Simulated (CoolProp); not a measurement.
R227EA along the isotherm 138.45 °C: Z from the reference equation and from simpler models built on Tc = 101.8 °C, pc = 2.925 MPa, ω = 0.358; each cubic takes its own stable root.

The numbers come from the reference Helmholtz-energy equation of state, Lemmon 2016 in CoolProp.

| p (MPa) | phase | reference | Redlich-Kwong | Soave-Redlich-Kwong |
|---|---|---|---|---|
| 0.0463 | gas | 0.9961 | 0.9959 | 0.9962 |
| 0.072 | gas | 0.9939 | 0.9936 | 0.9940 |
| 0.112 | gas | 0.9905 | 0.9900 | 0.9907 |
| 0.175 | gas | 0.9852 | 0.9843 | 0.9854 |
| 0.272 | gas | 0.9769 | 0.9756 | 0.9773 |
| 0.423 | gas | 0.9638 | 0.9617 | 0.9644 |
| 0.659 | gas | 0.9431 | 0.9396 | 0.9440 |
| 1.03 | gas | 0.9095 | 0.9038 | 0.9111 |
| 1.6 | gas | 0.8554 | 0.8455 | 0.8582 |
| 2.49 | gas | 0.7626 | 0.7441 | 0.7691 |
| 3.87 | supercritical | 0.5915 | 0.5501 | 0.6139 |
| 6.03 | supercritical | 0.4153 | 0.4310 | 0.4834 |
| 9.39 | supercritical | 0.4948 | 0.5294 | 0.5598 |
| 14.6 | supercritical | 0.6767 | 0.7116 | 0.7353 |
